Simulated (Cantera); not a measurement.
# Ammonia decomposition in nitride growth gas

An isothermal, constant-pressure homogeneous reactor starts with 70.4 % NH3, 29.6 % N2, at 1748 K and 0.210 bar.

Model: the gas-phase N/H chemistry of the illustrative SiF4/NH3 mechanism in the Surface Chemkin manual (1991), integrated in Cantera. Walls and surfaces, which speed up NH3 decomposition in real reactors, are not modelled.

```csv
t (s),x NH3,x N2H4,x NH,x H2,x NH2
5.00e-6,0.704,<1e-12,2.04e-12,3.01e-7,6.36e-7
1.46e-5,0.704,2.61e-12,2.27e-11,9.48e-7,1.93e-6
4.29e-5,0.704,2.94e-11,2.86e-10,2.84e-6,5.72e-6
0.000126,0.704,2.78e-10,3.93e-9,8.41e-6,1.68e-5
0.000368,0.704,2.44e-9,4.49e-8,2.52e-5,4.91e-5
0.00108,0.704,1.96e-8,3.15e-7,8.79e-5,0.000138
0.00316,0.703,7.95e-8,9.52e-7,0.000480,0.000278
0.00926,0.702,9.39e-8,1.12e-6,0.00218,0.000303
0.0271,0.696,9.06e-8,1.22e-6,0.00723,0.000297
0.0795,0.679,8.36e-8,1.41e-6,0.0217,0.000285
0.233,0.634,7.15e-8,1.64e-6,0.0615,0.000264
0.683,0.524,5.29e-8,1.75e-6,0.158,0.000227
2.00,0.325,2.74e-8,1.59e-6,0.334,0.000163
```
x: mole fraction; the columns are a selection and need not sum to one.

Equilibrium at this temperature and pressure: NH3 2.04e-6, N2H4 <1e-12, NH 1.15e-10, H2 0.620, NH2 3.39e-9 (gas phase only).
